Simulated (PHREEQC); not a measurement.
A solution holds 0.014 mol CdCl2 per kg of water, at 65 °C. Closed to the air; pH follows from the charge balance.

Model: ion-association model, phreeqc.dat, run in PHREEQC.

Precipitation was switched off in this run.

Question: Order these Cl species by the share of Cl that they hold, largest first: Cl-, CdCl+, CdCl3-, CdCl2.

Answer: Cl- (71 %), CdCl+ (25 %), CdCl2 (3.4 %), CdCl3- (0.11 %)

The pH is 5.53 and the ionic strength 0.0264 mol/kgw. Species that the database lacks are ignored. Constants without temperature data keep their 25 °C values here.
